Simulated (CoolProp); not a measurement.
Values from CoolProp's reference Helmholtz-energy equation of state, Lemmon 2004. It is a short technical equation, of lower accuracy than the large ones.

Q: Give the vapour pressure (MPa), enthalpy of vaporisation (kJ/kg), liquid cp (kJ/(kg K)), vapour viscosity (µPa s) of saturated n-dodecane at 493.2, 540.6, 611.6 K.

A: 
```tsv
T (K)	p (MPa)	enthalpy of vaporisation (kJ/kg)	liquid cp (kJ/(kg K))	vapour viscosity (µPa s)
493.2	0.111	254	2.98	7.47
540.6	0.298	221	3.19	8.22
611.6	0.958	149	3.66	9.75
```

Viscosity comes from a separate model (Huber 2004).
